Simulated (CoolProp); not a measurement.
Vapour pressure (kPa) of decamethyltetrasiloxane (MD2M): the reference equation beside estimates from Tc = 326.2 °C, pc = 1144 kPa, ω = 0.635.

Model: reference Helmholtz-energy equation of state, Thol 2017, in CoolProp.

```csv
T (°C),reference,Lee-Kesler,van der Waals,Redlich-Kwong,Soave-Redlich-Kwong,Peng-Robinson
113.45,8.097,8.207,149.0,48.15,8.190,8.645
121.95,11.27,11.37,167.5,58.95,11.36,11.89
130.55,15.46,15.54,187.8,71.61,15.53,16.14
139.05,20.77,20.81,209.4,85.96,20.82,21.49
147.65,27.55,27.54,232.7,102.5,27.58,28.30
156.25,36.00,35.93,257.8,121.2,36.03,36.76
164.75,46.26,46.12,284.2,142.0,46.31,47.03
173.35,58.87,58.66,312.6,165.5,58.98,59.64
```

Absolute difference from the reference over all 8 rows, mean and median: Lee-Kesler 0.5 and 0.3 %, van der Waals 931.9 and 826.4 %, Redlich-Kwong 311.5 and 293.0 %, Soave-Redlich-Kwong 0.4 and 0.2 %, Peng-Robinson 3.5 and 3.1 %.
